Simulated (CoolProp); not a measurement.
Vapour-liquid equilibrium of R134a (1) + R141b (2) at 317 kPa; x and y are mole fractions of (1).

Computed with CoolProp (multi-fluid Helmholtz-energy mixture model, Tillner-Roth 1994 and Lemmon 2006; pair parameters Bell 2016).

Give the bubble temperature and the first vapour's composition at x = 0.65, 0.875, 0.95. Is there an azeotrope?

x = 0.65: 283.5 K, y = 0.928; x = 0.875: 278.2 K, y = 0.972; x = 0.95: 276.5 K, y = 0.988. No azeotrope shows between x = 0.05 and 0.95.

Pair parameters are fitted to limited data, so mixtures are less certain than the pure fluids.
